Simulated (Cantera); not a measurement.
Input (Python, Cantera) and output of one run.

```python
import numpy as np
import cantera as ct

gas_names = """
    CL CLF CLF3 CL2 F F2 H HCL HF H2 H2F2 H3F3 H4F4 H5F5 H6F6 H7F7 Si SiCL SiCL2 SiCL3 SiCL4 SiF SiF2
    SiF3 SiF4 SiH SiHCL3 SiHF3 SiH2 SiH2CL2 SiH2F2 SiH3 SiH3CL SiH3F SiH4 Si2 Si3
""".split()
cond_names = """
    Si(cr) Si(L)
""".split()


# ... load() reads the species with a 1 bar reference pressure and builds the phases ...
atoms = {
    'Si': {'Si': 1},
    'F2': {'F': 2},
    'H2': {'H': 2},
    'Cl2': {'CL': 2},
}
top_T = {}  # K; cautious upper limits of use, not melting points


# ... equilibrate(T, P, feed) seeds the gas with the atoms and calls Mixture.equilibrate('TP', solver="vcs", rtol=1e-11, max_steps=5000) ...
results = []
feed = {'Si': 1, 'F2': 1.9, 'H2': 75, 'Cl2': 4.8}  # mol
T = 575  # K
P = 10000  # Pa
mix = equilibrate(T, P, feed)
results.append((T, P, feed, dict(zip(mix.species_names, mix.species_moles))))
x = sorted(zip(gas.X, gas.species_names), reverse=True)
print(f"T = {T:g} K  P = {P:g} Pa  gas = {mix.phase_moles(0):.4g} mol")
print("   x: " + "  ".join(f"{s} {v:.3e}" for v, s in x if v > 1e-05))
print("   condensed (mol): " + ("  ".join(f"{mix.phase(i).name} {mix.phase_moles(i):.4g}"
      for i in range(1, mix.n_phases) if mix.phase_moles(i) > 1e-12) or "none"))
```

Output:

```
T = 575 K  P = 10000 Pa  gas = 80.7 mol
   x: H2 8.711e-01  HCL 1.165e-01  SiF4 1.177e-02  SiCL4 6.198e-04
   condensed (mol): none
```

Equilibrium computed with Cantera from the NASA thermochemical tables; the gas is ideal and each condensed phase is pure.
